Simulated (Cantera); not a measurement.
Source: NASA polynomial tables (part measured, part estimated), evaluated in Cantera. Values are per mole of reaction as written; species without (g) are pure solids or liquids, kept so even where they would boil at 1 bar.

4 TiCl₃ → 3 TiCl₄ + Ti

```json
[
 {"T (K)": "423", "ΔH° (kJ)": "…", "ΔS° (J/K)": "…", "ΔG° (kJ)": "…", "log10 K": "…"},
 {"T (K)": "448", "ΔH° (kJ)": "485.0", "ΔS° (J/K)": "257.5", "ΔG° (kJ)": "369.6", "log10 K": "-43.09"},
 {"T (K)": "473", "ΔH° (kJ)": "486.6", "ΔS° (J/K)": "261.2", "ΔG° (kJ)": "363.1", "log10 K": "-40.10"},
 {"T (K)": "498", "ΔH° (kJ)": "488.3", "ΔS° (J/K)": "264.6", "ΔG° (kJ)": "356.5", "log10 K": "-37.40"},
 {"T (K)": "523", "ΔH° (kJ)": "490.0", "ΔS° (J/K)": "267.8", "ΔG° (kJ)": "349.9", "log10 K": "-34.94"},
 {"T (K)": "548", "ΔH° (kJ)": "…", "ΔS° (J/K)": "…", "ΔG° (kJ)": "…", "log10 K": "…"}
]
```

Problem. What belongs in the gaps?

Solution. 
- 423, ΔH° (kJ): 483.3
- 423, ΔS° (J/K): 253.6
- 423, ΔG° (kJ): 376.0
- 423, log10 K: -46.43
- 548, ΔH° (kJ): 491.6
- 548, ΔS° (J/K): 270.9
- 548, ΔG° (kJ): 343.2
- 548, log10 K: -32.71
